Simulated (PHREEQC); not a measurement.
1 kg of water holding 0.019 mol/kgw KCl, 0.076 mol/kgw MgCl2, 0.021 mol/kgw SrCl2, 0.45 mol/kgw NaCl and 0.033 mol/kgw CaCl2 is evaporated at 25 °C; the solids stay in contact with the brine. The system is closed to CO2. The run lets Bischofite, Brucite, Carnallite, Halite, Portlandite, Sylvite, MgCl2_4H2O precipitate or redissolve, and no other solid.

Equilibrium calculation in PHREEQC: Pitzer model, pitzer.dat.

```
water left (kg)  ionic strength  water activity  Halite (mol)  Carnallite (mol)
---------------  --------------  --------------  ------------  ----------------
1                         0.859           0.978             0                 0
0.8219                     1.05           0.973             0                 0
0.6755                     1.27           0.967             0                 0
0.5552                     1.55             ___             0                 0
0.4563                     1.88           0.950             0                 0
0.375                      2.29           0.938             0                 0
0.3082                     2.79           0.922             0                 0
0.2533                     3.39             ___             0                 0
0.2082                     4.13           0.876             0                 0
0.1407                     6.11           0.797             0                 0
0.1156                     7.43           0.739             0                 0
0.09502                     ___           0.722         0.101                 0
0.07809                    8.43           0.711           ___                 0
0.06418                    9.02           0.696         0.280                 0
0.05275                    9.79           0.673         0.342                 0
0.04335                     ___           0.638         0.388                 0
0.03564                    12.3             ___         0.420                 0
0.0293                     14.3           0.503         0.437                 0
0.02266                    16.0           0.433         0.445            0.0131
```

Complete the blanks.


- 0.5552, water activity: 0.960
- 0.2533, water activity: 0.902
- 0.09502, ionic strength: 7.98
- 0.07809, Halite (mol): 0.201
- 0.04335, ionic strength: 10.9
- 0.03564, water activity: 0.583
